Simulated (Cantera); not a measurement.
Input: 1 mol SiH4, 0.15 mol C3H8, 7.4 mol H2, 0.54 mol CH4, at 90.0 mbar.

Method: chemical equilibrium by Gibbs-energy minimisation in Cantera with the NASA 1993 tables (ideal gas, pure condensed phases). Candidate condensed phases: C, C6H6, C7H8, C8H18, Si, SiC; 87 gas species. Mutual solubility and eutectic melting of coexisting phases are not modelled. Gases not in the tables: Si2H6 and higher silanes. Rates play no part.

x: gas mole fraction; n: condensed amount in mol.

```tsv
T (K)	x H2	x H	x Si	x SiH	x C2H2 (acetylene)	x SiH2	n Si(s)	n SiC(s)	n Si(l)
1550	1.000	0.000105	3.69e-7	2.91e-7	1.24e-9	2.79e-6	0.00998	0.990	0
1600	1.000	0.000181	1.08e-6	7.08e-7	3.04e-9	5.00e-6	0.00994	0.990	0
1650	1.000	0.000303	2.98e-6	1.63e-6	7.03e-9	8.65e-6	0.00987	0.990	0
1700	0.999	___	___	___	___	___	0	0.990	0.00973
1750	0.999	0.000775	1.67e-5	6.62e-6	4.16e-8	2.08e-5	0	0.990	0.00952
1800	0.999	0.00119	3.53e-5	1.21e-5	1.02e-7	2.99e-5	0	0.990	0.00915
1850	0.998	0.00179	7.17e-5	2.13e-5	2.36e-7	4.21e-5	0	0.990	0.00850
1900	0.997	0.00264	0.000140	3.64e-5	5.25e-7	5.81e-5	0	0.990	0.00737
1950	0.996	0.00381	0.000265	6.06e-5	1.12e-6	7.90e-5	0	0.990	0.00542
2000	0.994	0.00540	0.000484	9.82e-5	2.30e-6	0.000106	0	0.990	0.00214
2050	0.992	___	___	0.000119	___	0.000106	0	0.990	0
2100	0.989	0.0103	0.000729	0.000118	3.59e-5	8.86e-5	0	0.989	0
2150	0.985	0.0140	0.000893	0.000130	0.000126	8.27e-5	0	0.987	0
```

Task: What belongs in the gaps?

Result: 
- 1700, x H: 0.000491
- 1700, x Si: 7.54e-6
- 1700, x SiH: 3.50e-6
- 1700, x C2H2 (acetylene): 1.61e-8
- 1700, x SiH2: 1.42e-5
- 2050, x H: 0.00753
- 2050, x Si: 0.000656
- 2050, x C2H2 (acetylene): 7.78e-6
